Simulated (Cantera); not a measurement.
A closed system holds: 1 mol NH₃, 0.25 mol SO₂, at 0.0330 bar.

Equilibrium computed with Cantera from the NASA thermochemical tables; the gas is ideal and each condensed phase is pure. Candidate condensed phases: H₂O, H₂SO₄, S; 35 gas species. Rates play no part.

### Question
At 2350 °C, list the 5 most abundant gas species with their mole fractions, and the condensed phases.

### Answer
H₂ 0.405, N₂ 0.206, H 0.148, H₂O 0.129, SO 0.0386. Condensed: gas only.
